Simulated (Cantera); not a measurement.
**Stirred combustor or abatement burner**

A perfectly stirred reactor is fed with C2H6 : O2 : N2 : H2O = 1 : 3.2 : 17.5 : 0.85 (molar parts), at 645 Torr; it is adiabatic with a 600 K inlet, and is followed from long to short residence time, starting on the burning branch (τ in s: 0.28, 0.12, 0.056, 0.025, 0.011, 0.0051, 0.0023, 0.001, 0.00047, 0.00021, 9.6e-05, 4.3e-05, 1.9e-05).

Detailed kinetics in Cantera: GRI-Mech 3.0 (53 species, 325 reactions).

| τ (s) | T (K) | x C2H6 | x O2 | x H2O | x CH3 | x CH2CO |
|---|---|---|---|---|---|---|
| 0.28 | 2032 | 2.35e-7 | 0.000632 | 0.154 | 1.75e-6 | 1.36e-7 |
| 0.12 | 2021 | 4.79e-7 | 0.00105 | 0.154 | 2.53e-6 | 2.36e-7 |
| 0.056 | 2008 | 8.95e-7 | 0.00162 | 0.153 | 3.60e-6 | 3.80e-7 |
| 0.025 | 1988 | 1.71e-6 | 0.00245 | 0.151 | 5.49e-6 | 6.33e-7 |
| 0.011 | 1963 | 3.29e-6 | 0.00354 | 0.149 | 9.03e-6 | 1.09e-6 |
| 0.0051 | 1934 | 6.11e-6 | 0.00479 | 0.147 | 1.53e-5 | 1.84e-6 |
| 0.0023 | 1901 | 1.19e-5 | 0.00631 | 0.145 | 2.77e-5 | 3.26e-6 |
| 0.0010 | 1862 | 2.49e-5 | 0.00828 | 0.143 | 5.49e-5 | 6.19e-6 |
| 0.00047 | 1822 | 5.30e-5 | 0.0108 | 0.141 | 0.000110 | 1.21e-5 |
| 0.00021 | 1755 | 0.000157 | 0.0168 | 0.139 | 0.000293 | 3.39e-5 |
| 9.6e-5 | 600 | 0.0443 | 0.142 | 0.0377 | <1e-12 | <1e-12 |
| 4.3e-5 | 600 | 0.0443 | 0.142 | 0.0377 | <1e-12 | <1e-12 |
| 1.9e-5 | 600 | 0.0443 | 0.142 | 0.0377 | <1e-12 | <1e-12 |
x: mole fraction; the columns are a selection and need not sum to one.
